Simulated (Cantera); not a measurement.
Cantera run:

```python
import numpy as np
import cantera as ct

gas_names = """
    C CH CH2 CH3 CH4 C2 C2H C2H2,acetylene C2H2,vinylidene C2H3,vinyl C2H4 C2H5 C2H6 C3 C3H3,propargyl
    C3H4,allene C3H4,propyne C3H4,cyclo- C3H5,allyl C3H6,propylene C3H6,cyclo- C3H7,n-propyl
    C3H7,i-propyl C3H8 C4 C4H2 C4H4,1,3-cyclo- C4H6,butadiene C4H6,2-butyne C4H6,cyclo- C4H8,1-butene
    C4H8,cis2-buten C4H8,tr2-butene C4H8,isobutene C4H8,cyclo- C4H9,n-butyl C4H9,i-butyl C4H9,s-butyl
    C4H9,t-butyl C4H10,isobutane C4H10,n-butane C5 C5H6,1,3cyclo- C5H8,cyclo- C5H10,1-pentene
    C5H10,cyclo- C5H11,pentyl C5H11,t-pentyl C5H12,n-pentane C5H12,i-pentane CH3C(CH3)2CH3 C6H2
    C6H5,phenyl C6H6 C6H10,cyclo- C6H12,1-hexene C6H12,cyclo- C6H13,n-hexyl C7H7,benzyl C7H8
    C7H14,1-heptene C7H15,n-heptyl C7H16,n-heptane C8H8,styrene C8H10,ethylbenz C8H16,1-octene
    C8H17,n-octyl C8H18,isooctane C8H18,n-octane C9H19,n-nonyl C10H8,naphthale C10H21,n-decyl
    C12H9,o-bipheny C12H10,bipheny H H2 Ti
""".split()
cond_names = """
    C(gr) C6H6(L) C7H8(L) C8H18(L),n-octa Ti(a) Ti(b) Ti(L) TiC(s) TiC(L)
""".split()


def load(file, names, dense=False):
    # The tables refer to 1 bar. Condensed volumes are neglected.
    table = {s.name: s for s in ct.Species.list_from_file(file)}
    out = []
    for n in names:
        d = dict(table[n].input_data)
        d["thermo"] = dict(d["thermo"], **{"reference-pressure": 1e5})
        if dense:
            d["equation-of-state"] = {"model": "constant-volume", "density": "1e6 g/cm^3"}
        out.append(ct.Species.from_dict(d))
    return out


gas = ct.Solution(thermo="ideal-gas", species=load("nasa_gas.yaml", gas_names))
cond = {s.name: ct.Solution(thermo="fixed-stoichiometry", species=[s], name=s.name)
        for s in load("nasa_condensed.yaml", cond_names, dense=True)}
atoms = {
    'Ti': {'Ti': 1},
    'C3H8': {'C': 3, 'H': 8},
    'H2': {'H': 2},
}
top_T = {'C(gr)': 4500}  # K; cautious upper limits of use, not melting points


def equilibrate(T, P, feed):
    n = {}
    for name, mol in feed.items():
        for a, k in atoms[name].items():
            n[a] = n.get(a, 0.0) + k * mol
    gas.TPX = T, P, n
    mass = sum(n.values()) * gas.mean_molecular_weight
    gas.equilibrate("TP")
    valid = [c for c in cond.values() if c.min_temp <= T <= top_T.get(c.name, c.max_temp)]
    mix = ct.Mixture([(gas, mass / gas.mean_molecular_weight)] + [(c, 0.0) for c in valid])
    mix.T, mix.P = T, P
    mix.equilibrate("TP", solver="vcs", rtol=1e-11, max_steps=5000)
    return mix


results = []
feed = {'Ti': 1, 'C3H8': 0.49, 'H2': 6.1}  # mol
T = 1548.15  # K
for P in [10, 28, 77, 220, 600, 1700, 4600, 13000, 36000, 100000]:
    mix = equilibrate(T, P, feed)
    results.append((T, P, feed, dict(zip(mix.species_names, mix.species_moles))))

top = {s: max(r[3][s] / sum(r[3][g] for g in gas_names) for r in results) for s in gas_names}
cols = sorted((s for s in top if top[s] > 0.0001), key=lambda s: -top[s])[:9]
seen = [c for c in cond_names if any(r[3].get(c, 0) > 1e-12 for r in results)]
print("log10 of partial pressures in bar; condensed amounts in mol")
print(f"{'P/Pa':>10s}" + "".join(f"{s[:9]:>10s}" for s in cols + seen))
for T, P, feed, n in results:
    ng = sum(n[g] for g in gas_names)
    print(f"{P:10.4g}" + "".join(f"{np.log10(max(n[s] / ng * P / 1e5, 1e-99)):10.3f}" for s in cols)
          + "".join(f"{n.get(c, 0):10.4g}" for c in seen))
```

Result:

```
log10 of partial pressures in bar; condensed amounts in mol
      P/Pa        H2         H       CH4     C(gr)    TiC(s)
        10    -4.001    -6.511   -10.691    0.4697         1
        28    -3.554    -6.288    -9.796    0.4697         1
        77    -3.114    -6.068    -8.916    0.4697         1
       220    -2.658    -5.840    -8.004    0.4697         1
       600    -2.222    -5.622    -7.132    0.4696         1
      1700    -1.770    -5.396    -6.228    0.4695         1
      4600    -1.337    -5.179    -5.363     0.469         1
   1.3e+04    -0.886    -4.954    -4.461    0.4676         1
   3.6e+04    -0.444    -4.733    -3.576    0.4638         1
     1e+05    -0.001    -4.511    -2.690    0.4533         1
```

Method: chemical equilibrium by Gibbs-energy minimisation in Cantera with the NASA 1993 tables (ideal gas, pure condensed phases). TiC: taken at fixed stoichiometry.
